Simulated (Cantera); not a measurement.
Input: 1 mol ZrO₂, 0.71 mol H₂, 3.8 mol H₂O, equilibrated at 2330 Torr.

Equilibrium computed with Cantera from the NASA thermochemical tables; the gas is ideal and each condensed phase is pure. Candidate condensed phases: H₂O, Zr, ZrO₂; 12 gas species. Kinetics and transport are ignored.

Problem. Which condensed phases are stable at each of these points (T (°C)): 1002, 1102, 1202, 1302, 1402, 1502, 1602, 1702, 1802, 1902?

Solution. 
```tsv
T (°C)	condensed phases	Zr condensed (%)
1002	ZrO₂(monoclinic)	100.0
1102	ZrO₂(monoclinic)	100.0
1202	ZrO₂(monoclinic)	100.0
1302	ZrO₂(tetragonal)	100.0
1402	ZrO₂(tetragonal)	100.0
1502	ZrO₂(tetragonal)	100.0
1602	ZrO₂(tetragonal)	100.0
1702	ZrO₂(tetragonal)	100.0
1802	ZrO₂(tetragonal)	100.0
1902	ZrO₂(tetragonal)	100.0
```

From 1002 °C to 1202 °C the condensed part is ZrO₂(monoclinic). From 1302 °C to 1902 °C the condensed part is ZrO₂(tetragonal).
